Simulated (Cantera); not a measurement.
Ignition delay

Mixture: CO : H2 : CH4 : O2 : N2 = 1 : 0.1 : 0.14 : 1.54 : 5.78 (molar parts), at 760 Torr, adiabatic and at constant volume. Ignition delay is the time to a rise of 400 K.

Model: GRI-Mech 3.0 (53 species, 325 reactions), integrated in Cantera.

```tsv
T0 (K)	delay (ms)
1025	2.79
1075	1.38
1125	0.779
1175	0.487
1225	0.332
1275	0.241
```

apparent activation energy between 1175 and 1275 K: 87 kJ/mol
